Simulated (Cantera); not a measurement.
Input: 1 mol Cu2O, 30 mol H2, 1 mol N2, held at 973.15 K and 10.0 mbar.

These are equilibrium values from Cantera (NASA tables, ideal gas, pure condensed phases), not measurements of a reactor. Candidate condensed phases: Cu, CuO, Cu(OH)2, Cu2O, H2O; 27 gas species. Rates play no part.

Question: What is the equilibrium state?

Answer: 
```
Quantity                                   Value
-------------------------------------  ---------
x(H2)                                      0.935
x(H2O)                                    0.0323
x(N2)                                     0.0323
x(NH3)                                   1.14e-6
n(Cu(s))                                2.00 mol
gas amount                             31.00 mol
log10 activity of Cu(OH)2(s) (absent)     -14.79
```
